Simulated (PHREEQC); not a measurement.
Na2CO3 is added in steps, without added water, to 1 kg of water holding 0.0099 mol ZnSO4 and 0.1 mol KCl, at 13 °C. Oxygen alone is held at its pressure in air (log pO2 = -0.68). The system is closed to CO2. Nothing may precipitate in this run.

Base run: PHREEQC, ion-association model, wateq4f.dat. Each further column changes one thing. The table gives pH.

| Na2CO3 added (mol) | base | KCl replaced by K2CO3 at the same molality | ZnSO4 from 0.0099 to 0.00099 mol/kgw | temperature from 13 to 40 °C |
|---|---|---|---|---|
| 0 | 5.61 | 11.31 | 6.02 | 5.49 |
| 0.002 | 7.93 | 11.31 | 9.38 | 7.78 |
| 0.0035 | 8.08 | 11.31 | 10.22 | 7.94 |
| 0.0055 | 8.21 | 11.32 | 10.54 | 8.08 |
| 0.0075 | 8.32 | 11.32 | 10.70 | 8.20 |
| 0.009 | 8.39 | 11.32 | 10.79 | 8.28 |
| 0.011 | 8.49 | 11.33 | 10.87 | 8.39 |
| 0.0125 | 8.57 | 11.33 | 10.92 | 8.47 |
| 0.0145 | 8.70 | 11.33 | 10.97 | 8.61 |
| 0.0165 | 8.87 | 11.34 | 11.02 | 8.79 |
| 0.018 | 9.07 | 11.34 | 11.05 | 8.99 |
| 0.02 | 9.52 | 11.34 | 11.08 | 9.37 |

In at least one series the solution becomes supersaturated in solids that the run did not let form, among them Zincite(c), ZnCO3:H2O, Zn4(OH)6SO4, Zn5(OH)8Cl2. At this temperature some constants are extrapolated from 25 °C, and those without enthalpy data are left unchanged. The database's zinc carbonate complexes are estimates, stronger than later reviews accept.
